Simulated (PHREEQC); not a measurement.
A made-up water analysis in mmol/kgw, 25 °C, pH 5.68, pe 9.9:

```json
[
 {"constituent": "Na", "mmol/kgw": "0.00157"},
 {"constituent": "K", "mmol/kgw": "0.000183"},
 {"constituent": "Ca", "mmol/kgw": "0.000306"},
 {"constituent": "Mg", "mmol/kgw": "0.000259"},
 {"constituent": "Cl", "mmol/kgw": "0.00154"},
 {"constituent": "S(6)", "mmol/kgw": "0.000265"},
 {"constituent": "Alkalinity (meq/kgw)", "mmol/kgw": "0.000901"},
 {"constituent": "Li", "mmol/kgw": "1.88e-05"},
 {"constituent": "Cd", "mmol/kgw": "5.17e-05"},
 {"constituent": "Cu(2)", "mmol/kgw": "6.73e-07"},
 {"constituent": "Ba", "mmol/kgw": "6.48e-07"},
 {"constituent": "Ni", "mmol/kgw": "1.49e-06"},
 {"constituent": "Zn", "mmol/kgw": "8.5e-06"}
]
```

Valence states are taken as typed.

All values are PHREEQC results (ion-association model, wateq4f.dat), not measurements.

Each row changes one thing in this solution. No solid was allowed to form.

| case | ionic strength (mol/kgw) | CO2 (mol/kgw) | HCO3- (mol/kgw) | CO3-2 (mol/kgw) | HSO4- (mol/kgw) | CaSO4 (mol/kgw) | SI of Otavite (CdCO3) | SI of Tenorite (CuO) |
|---|---|---|---|---|---|---|---|---|
| as made | 5.99e-6 | 1.40e-5 | 2.99e-6 | 6.77e-11 | 5.34e-11 | 1.58e-11 | -5.37 | -5.44 |
| pH from 5.68 to 5.5 at the same alkalinity | 7.06e-6 | 2.88e-5 | 4.07e-6 | 6.09e-11 | 8.07e-11 | 1.58e-11 | -5.41 | -5.80 |
| Li from 1.88e-05 to 9.4e-06 mmol/kgw | 5.98e-6 | 1.40e-5 | 2.99e-6 | 6.77e-11 | 5.34e-11 | 1.58e-11 | -5.37 | -5.44 |
| temperature from 25 to 70 °C at the same typed pH | 5.99e-6 | 1.24e-5 | 2.92e-6 | 1.05e-10 | 1.65e-10 | 2.27e-11 | -5.17 | -3.98 |

Species that the database lacks are ignored. Constants without temperature data keep their 25 °C values here.
